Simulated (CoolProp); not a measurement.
Computed with CoolProp (reference Helmholtz-energy equation of state, Tillner-Roth 1994).

Task: For R134a, give the phase and the density (kg/m³), speed of sound (m/s), Prandtl number at 327.1 K and 3620 kPa; 338 K and 3620 kPa.

Result: 
- 327.1 K and 3620 kPa: liquid; density 1110, speed of sound 406, Prandtl number 3.08
- 338 K and 3620 kPa: liquid; density 1050, speed of sound 353, Prandtl number 3.01

Viscosity comes from a separate model (Huber 2003), an estimate that may be off by 10 % or more. Thermal conductivity comes from a separate model (McLinden 2000), an estimate that may be off by 10 % or more.
